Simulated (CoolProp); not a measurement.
Vapour-liquid equilibrium of m-xylene (1) + o-xylene (2) at 139 kPa; x and y are mole fractions of (1).

Model: multi-fluid Helmholtz-energy mixture model, Zhou 2012 and Zhou 2012; pair parameters Bell 2016, in CoolProp.

Problem. Give the bubble temperature and the first vapour's composition at x = 0.05, 0.2, 0.35. Is there an azeotrope?

Solution. x = 0.05: 429.6 K, y = 0.056; x = 0.2: 428.8 K, y = 0.221; x = 0.35: 427.9 K, y = 0.381. No azeotrope shows between x = 0.05 and 0.95.

Pair parameters are fitted to limited data, so mixtures are less certain than the pure fluids.
